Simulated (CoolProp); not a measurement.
Nitrogen along the isotherm 144.3 K: Z from the reference equation and from simpler models built on Tc = 126.2 K, pc = 3396 kPa, ω = 0.037; each cubic takes its own stable root.

Values from CoolProp's reference Helmholtz-energy equation of state, Span 2000.

```
p (kPa)          phase  reference  van der Waals  Redlich-Kwong  Soave-Redlich-Kwong  Peng-Robinson
-------  -------------  ---------  -------------  -------------  -------------------  -------------
16.1               gas     0.9990         0.9990         0.9989               0.9989         0.9988
24.3               gas     0.9984         0.9985         0.9984               0.9984         0.9981
36.7               gas     0.9976         0.9977         0.9975               0.9975         0.9972
55.3               gas     0.9964         0.9965         0.9962               0.9963         0.9957
83.4               gas     0.9946         0.9947         0.9943               0.9944         0.9936
126                gas     0.9918         0.9920         0.9914               0.9915         0.9903
190                gas     0.9876         0.9880         0.9871               0.9872         0.9853
286                gas     0.9812         0.9818         0.9805               0.9807         0.9779
432                gas     0.9715         0.9723         0.9703               0.9707         0.9665
652                gas        ___         0.9577         0.9549               0.9555         0.9492
983                gas     0.9338         0.9352            ___               0.9322         0.9228
1480               gas     0.8982         0.8996         0.8947               0.8961         0.8823
2240               gas     0.8407         0.8407         0.8360               0.8384            ___
3380               gas     0.7457         0.7377         0.7404                  ___         0.7172
5090     supercritical        ___         0.5401         0.5849               0.5950         0.5617
```

### Question
Some entries are withheld; supply them.

### Answer

- 652, reference: 0.9566
- 983, Redlich-Kwong: 0.9313
- 2240, Peng-Robinson: 0.8183
- 3380, Soave-Redlich-Kwong: 0.7451
- 5090, reference: 0.5832
